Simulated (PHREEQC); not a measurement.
A column of 0.5 m (30 cells, dispersivity 0.018 m, 60 s a shift, diffusion coefficient 3e-10 m²/s) holds 0.0024 eq of the database's cation exchanger X per kg of pore water, first in equilibrium with 0.0074 mol BaCl2, 0.041 mol KBr and 1e-05 mol HCl per kg of water. It is flushed with 0.0018 mol KBr and 1e-05 mol HCl per kg of water, at 40 °C. Values are for the last cell. The system is closed to CO2. Precipitation was switched off in this run.

All values are PHREEQC results (ion-association model, phreeqc.dat), not measurements.

**Question.** Predict Ba in solution (mol/kgw), K in solution (mol/kgw), BaX2 on the exchanger (mol/kgw) at pore volumes = 1.017, 1.85, 3.85, 4.517.

**Answer.** 
| pore volumes | Ba in solution (mol/kgw) | K in solution (mol/kgw) | BaX2 on the exchanger (mol/kgw) |
|---|---|---|---|
| 1.017 | 0.00275 | 0.0191 | 0.000688 |
| 1.85 | 7.54e-5 | 0.00202 | 0.000838 |
| 3.85 | 4.91e-5 | 0.00170 | 0.000825 |
| 4.517 | 4.39e-5 | 0.00171 | 0.000806 |

At this temperature some constants are extrapolated from 25 °C, and those without enthalpy data are left unchanged.
